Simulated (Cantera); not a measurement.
Cantera run:

```python
import numpy as np
import cantera as ct

gas_names = """
    CL CLO CL2 H HCL HOCL HO2 H2 H2O H2O2 O OH O2 O3 Ti TiCL TiCL2 TiCL3 TiCL4 TiO TiOCL TiOCL2 TiO2
""".split()
cond_names = """
    H2O(s) H2O(L) Ti(a) Ti(b) Ti(L) TiCL2(s) TiCL3(s) TiCL4(L) TiO(a) TiO(b) TiO(L) TiO2(ru) TiO2(L)
    Ti2O3(a) Ti2O3(b) Ti2O3(L) Ti3O5(a) Ti3O5(b) Ti3O5(L) Ti4O7(s) Ti4O7(L)
""".split()


# ... load() reads the species with a 1 bar reference pressure and builds the phases ...
atoms = {
    'TiCl4': {'Ti': 1, 'CL': 4},
    'O2': {'O': 2},
    'H2': {'H': 2},
}
top_T = {'TiCL2(s)': 1300, 'TiCL3(s)': 1000}  # K; cautious upper limits of use, not melting points


# ... equilibrate(T, P, feed) seeds the gas with the atoms and calls Mixture.equilibrate('TP', solver="vcs", rtol=1e-11, max_steps=5000) ...
results = []
feed = {'TiCl4': 1, 'O2': 2.9, 'H2': 100}  # mol
P = 23  # Pa
for T in [1423, 1523, 1623, 1723, 1823, 1923, 2023, 2123]:
    mix = equilibrate(T, P, feed)
    results.append((T, P, feed, dict(zip(mix.species_names, mix.species_moles))))
    x = sorted(zip(gas.X, gas.species_names), reverse=True)
    print(f"T = {T:g} K  P = {P:g} Pa  gas = {mix.phase_moles(0):.4g} mol")
    print("   x: " + "  ".join(f"{s} {v:.3e}" for v, s in x if v > 1e-06))
    print("   condensed (mol): " + ("  ".join(f"{mix.phase(i).name} {mix.phase_moles(i):.4g}"
          for i in range(1, mix.n_phases) if mix.phase_moles(i) > 1e-12) or "none"))
```

Output:

```
T = 1423 K  P = 23 Pa  gas = 102 mol
   x: H2 9.231e-01  HCL 3.919e-02  H2O 3.725e-02  H 4.208e-04  CL 1.464e-05
   condensed (mol): TiO2(ru) 1
T = 1523 K  P = 23 Pa  gas = 102.1 mol
   x: H2 9.221e-01  HCL 3.914e-02  H2O 3.722e-02  H 1.463e-03  CL 4.984e-05  OH 1.821e-06
   condensed (mol): TiO2(ru) 1
T = 1623 K  P = 23 Pa  gas = 102.2 mol
   x: H2 9.193e-01  HCL 3.898e-02  H2O 3.716e-02  H 4.370e-03  CL 1.459e-04  OH 7.396e-06
   condensed (mol): TiO2(ru) 1
T = 1723 K  P = 23 Pa  gas = 102.6 mol
   x: H2 9.101e-01  H2O 3.944e-02  HCL 3.861e-02  H 1.147e-02  CL 3.769e-04  OH 2.725e-05  TiO2 2.306e-06
   condensed (mol): Ti4O7(s) 0.2499
T = 1823 K  P = 23 Pa  gas = 103.4 mol
   x: H2 8.943e-01  H2O 3.986e-02  HCL 3.780e-02  H 2.702e-02  CL 8.710e-04  OH 8.380e-05  TiO2 2.103e-05  TiO 3.386e-06  O 1.946e-06
   condensed (mol): Ti3O5(b) 0.3325
T = 1923 K  P = 23 Pa  gas = 105.2 mol
   x: H2 8.647e-01  H 5.776e-02  H2O 3.904e-02  HCL 3.622e-02  CL 1.820e-03  OH 2.245e-04  TiO2 1.436e-04  TiO 3.311e-05  O 1.119e-05
   condensed (mol): Ti3O5(b) 0.3271
T = 2023 K  P = 23 Pa  gas = 108.5 mol
   x: H2 8.119e-01  H 1.128e-01  H2O 3.675e-02  HCL 3.343e-02  CL 3.450e-03  TiO2 7.816e-04  OH 5.320e-04  TiO 2.512e-04  O 5.372e-05  TiOCL 1.175e-06  O2 1.046e-06
   condensed (mol): Ti4O7(L) 0.222
T = 2123 K  P = 23 Pa  gas = 114.5 mol
   x: H2 7.236e-01  H 2.012e-01  H2O 3.417e-02  HCL 2.901e-02  CL 5.921e-03  TiO2 3.300e-03  TiO 1.376e-03  OH 1.175e-03  O 2.318e-04  O2 4.654e-06  TiOCL 3.422e-06  Ti 1.116e-06
   condensed (mol): Ti4O7(L) 0.116
```

Equilibrium computed with Cantera from the NASA thermochemical tables; the gas is ideal and each condensed phase is pure. Condensed phases not in the tables: Magnéli phases beyond Ti4O7.
